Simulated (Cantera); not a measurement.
**Oxide etching and cleaning by halides: B2O3 + F2 + H2**

Input: 1 mol B2O3, a varied amount of F2, 0.4 mol H2, at 925 K and 0.740 bar.

Method: chemical equilibrium by Gibbs-energy minimisation in Cantera with the NASA 1993 tables (ideal gas, pure condensed phases). Candidate condensed phases: B, B2O3, B3O3H3, H2O; 43 gas species. Gases not in the tables: H3BO3. Rates play no part.

| n(F2) (mol) | x F2 | x BF3 | x O2 | x HF | x H2O | x F | x B3O3F3 | n B2O3(l) |
|---|---|---|---|---|---|---|---|---|
| 1.5 | <1e-12 | 0.429 | 0.277 | 0.106 | 0.146 | <1e-12 | 0.0400 | 0.450 |
| 3 | <1e-12 | 0.489 | 0.346 | 0.0878 | 0.0625 | <1e-12 | 0.0145 | 0 |
| 4.5 | 0.190 | 0.366 | 0.275 | 0.146 | <1e-12 | 0.0223 | <1e-12 | 0 |
| 6 | 0.356 | 0.285 | 0.214 | 0.114 | <1e-12 | 0.0305 | <1e-12 | 0 |
| 7.5 | 0.462 | 0.234 | 0.175 | 0.0936 | <1e-12 | 0.0348 | <1e-12 | 0 |
| 9 | 0.536 | 0.198 | 0.149 | 0.0793 | <1e-12 | 0.0374 | <1e-12 | 0 |
| 10 | 0.574 | 0.180 | 0.135 | 0.0720 | <1e-12 | 0.0387 | <1e-12 | 0 |
| 12 | 0.633 | 0.152 | 0.114 | 0.0608 | <1e-12 | 0.0407 | <1e-12 | 0 |
| 13 | 0.656 | 0.141 | 0.106 | 0.0564 | <1e-12 | 0.0414 | <1e-12 | 0 |
| 15 | 0.693 | 0.123 | 0.0923 | 0.0492 | <1e-12 | 0.0425 | <1e-12 | 0 |
| 16 | 0.708 | 0.116 | 0.0868 | 0.0463 | <1e-12 | 0.0430 | <1e-12 | 0 |
| 18 | 0.734 | 0.104 | 0.0776 | 0.0414 | <1e-12 | 0.0438 | <1e-12 | 0 |
| 19 | 0.745 | 0.0983 | 0.0737 | 0.0393 | <1e-12 | 0.0441 | <1e-12 | 0 |
x: gas mole fraction; n: condensed amount in mol.

At 1.5 mol F2 the condensed part is B2O3(l). From 3 mol F2 to 19 mol F2 nothing is condensed.
